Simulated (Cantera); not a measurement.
Feed: 1 mol MgO, 0.79 mol O₂, 0.73 mol H₂O, equilibrated at 1650 °C and 13300 Pa.

Equilibrium computed with Cantera from the NASA thermochemical tables; the gas is ideal and each condensed phase is pure. Candidate condensed phases: H₂O, Mg, MgO, Mg(OH)₂; 15 gas species. Equilibrium is a limit: real reactors are often held back by kinetics, nucleation or transport.

Base state: O₂ 0.517, H₂O 0.476, OH 0.00625, O 0.000713, H₂ 0.000286, H 4.36e-5 (mole fractions); condensed: MgO(s).

Question: What changes in the equilibrium state with this change: temperature from 1650 °C to 1125 °C?

Answer: 
| species | before | after |
|---|---|---|
| O₂ | 0.517 | 0.520 |
| H₂O | 0.476 | 0.480 |
| OH | 0.00625 | 0.000137 |
| H | 4.36e-5 | 1.16e-8 |
| O | 0.000713 | 1.81e-6 |
| H₂ | 0.000286 | 7.99e-7 |
| MgO(s), mol | 1.000 | 1.00 |

Question: What changes in the equilibrium state with this change: O₂ from 0.79 to 0.11 mol?

Answer: 
| species | before | after |
|---|---|---|
| H₂O | 0.476 | 0.863 |
| O₂ | 0.517 | 0.130 |
| OH | 0.00625 | 0.00596 |
| H₂ | 0.000286 | 0.00103 |
| Mg(OH)₂ | 9.84e-6 | 1.78e-5 |
| O | 0.000713 | 0.000357 |
| H | 4.36e-5 | 8.30e-5 |
| MgO(s), mol | 1.000 | 1.000 |
